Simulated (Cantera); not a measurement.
Cantera run:

```python
import numpy as np
import cantera as ct

gas_names = [...]  # 116 gases of nasa_gas.yaml made of C, H, Mg, O
cond_names = """
    C(gr) C6H6(L) C7H8(L) C8H18(L),n-octa H2O(s) H2O(L) Mg(cr) Mg(L) MgCO3(s) MgO(s) MgO(L) MgO2H2(s)
""".split()


# ... load() reads the species with a 1 bar reference pressure and builds the phases ...
atoms = {
    'Mg(OH)2': {'Mg': 1, 'O': 2, 'H': 2},
    'C': {'C': 1},
    'CO2': {'C': 1, 'O': 2},
}
top_T = {'C(gr)': 4500}  # K; cautious upper limits of use, not melting points


# ... equilibrate(T, P, feed) seeds the gas with the atoms and calls Mixture.equilibrate('TP', solver="vcs", rtol=1e-11, max_steps=5000) ...
results = []
feed = {'Mg(OH)2': 1, 'C': 0.033, 'CO2': 1.2}  # mol
P = 2500  # Pa
for T in [923, 1073, 1223, 1373, 1523, 1673, 1823, 1973, 2123]:
    mix = equilibrate(T, P, feed)
    results.append((T, P, feed, dict(zip(mix.species_names, mix.species_moles))))

top = {s: max(r[3][s] / sum(r[3][g] for g in gas_names) for r in results) for s in gas_names}
cols = sorted((s for s in top if top[s] > 0.001), key=lambda s: -top[s])[:5]
seen = [c for c in cond_names if any(r[3].get(c, 0) > 1e-12 for r in results)]
print("log10 of partial pressures in bar; condensed amounts in mol")
print(f"{'T/K':>10s}" + "".join(f"{s[:9]:>10s}" for s in cols + seen))
for T, P, feed, n in results:
    ng = sum(n[g] for g in gas_names)
    print(f"{T:10.4g}" + "".join(f"{np.log10(max(n[s] / ng * P / 1e5, 1e-99)):10.3f}" for s in cols)
          + "".join(f"{n.get(c, 0):10.4g}" for c in seen))
```

Result:

```
log10 of partial pressures in bar; condensed amounts in mol
       T/K       CO2       H2O        CO        O2        H2    MgO(s)
       923    -1.869    -1.969    -3.550   -19.533    -3.340         1
      1073    -1.873    -1.965    -3.405   -15.359    -3.462         1
      1223    -1.875    -1.961    -3.325   -12.156    -3.576         1
      1373    -1.877    -1.959    -3.278    -9.627    -3.674         1
      1523    -1.878    -1.958    -3.249    -7.585    -3.757         1
      1673    -1.879    -1.957    -3.227    -5.908    -3.824         1
      1823    -1.882    -1.958    -3.180    -4.574    -3.848         1
      1973    -1.897    -1.965    -3.012    -3.725    -3.733    0.9999
      2123    -1.933    -1.984    -2.770    -3.242    -3.522    0.9996
```

These are equilibrium values from Cantera (NASA tables, ideal gas, pure condensed phases), not measurements of a reactor.
